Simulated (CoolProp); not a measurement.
Saturation properties of R1336mzz(Z).

Computed with CoolProp (reference Helmholtz-energy equation of state, McLinden 2020).

```json
[
 {"T (K)": "249.8", "p (MPa)": "0.007000", "vapour density (kg/m³)": "0.5572", "enthalpy of vaporisation (kJ/kg)": "189.2", "liquid cp (kJ/(kg K))": "1.120"},
 {"T (K)": "260.1", "p (MPa)": "0.01265", "vapour density (kg/m³)": "0.9708", "enthalpy of vaporisation (kJ/kg)": "185.0", "liquid cp (kJ/(kg K))": "1.142"},
 {"T (K)": "270.4", "p (MPa)": "0.02163", "vapour density (kg/m³)": "1.606", "enthalpy of vaporisation (kJ/kg)": "180.6", "liquid cp (kJ/(kg K))": "1.164"},
 {"T (K)": "280.8", "p (MPa)": "0.03542", "vapour density (kg/m³)": "2.553", "enthalpy of vaporisation (kJ/kg)": "176.2", "liquid cp (kJ/(kg K))": "1.185"},
 {"T (K)": "291.1", "p (MPa)": "0.05536", "vapour density (kg/m³)": "3.886", "enthalpy of vaporisation (kJ/kg)": "171.7", "liquid cp (kJ/(kg K))": "1.206"},
 {"T (K)": "301.4", "p (MPa)": "0.08341", "vapour density (kg/m³)": "5.722", "enthalpy of vaporisation (kJ/kg)": "167.0", "liquid cp (kJ/(kg K))": "1.227"},
 {"T (K)": "311.7", "p (MPa)": "0.1217", "vapour density (kg/m³)": "8.187", "enthalpy of vaporisation (kJ/kg)": "162.1", "liquid cp (kJ/(kg K))": "1.249"},
 {"T (K)": "322", "p (MPa)": "0.1725", "vapour density (kg/m³)": "11.43", "enthalpy of vaporisation (kJ/kg)": "157.1", "liquid cp (kJ/(kg K))": "1.271"},
 {"T (K)": "332.3", "p (MPa)": "0.2385", "vapour density (kg/m³)": "15.62", "enthalpy of vaporisation (kJ/kg)": "151.8", "liquid cp (kJ/(kg K))": "1.294"},
 {"T (K)": "342.6", "p (MPa)": "0.3223", "vapour density (kg/m³)": "20.98", "enthalpy of vaporisation (kJ/kg)": "146.2", "liquid cp (kJ/(kg K))": "1.319"},
 {"T (K)": "352.9", "p (MPa)": "0.4271", "vapour density (kg/m³)": "27.75", "enthalpy of vaporisation (kJ/kg)": "140.2", "liquid cp (kJ/(kg K))": "1.345"},
 {"T (K)": "363.2", "p (MPa)": "0.5559", "vapour density (kg/m³)": "36.26", "enthalpy of vaporisation (kJ/kg)": "133.8", "liquid cp (kJ/(kg K))": "1.375"},
 {"T (K)": "373.5", "p (MPa)": "0.7121", "vapour density (kg/m³)": "46.94", "enthalpy of vaporisation (kJ/kg)": "126.8", "liquid cp (kJ/(kg K))": "1.410"}
]
```

It boils at 306.6 K under 1 atm.
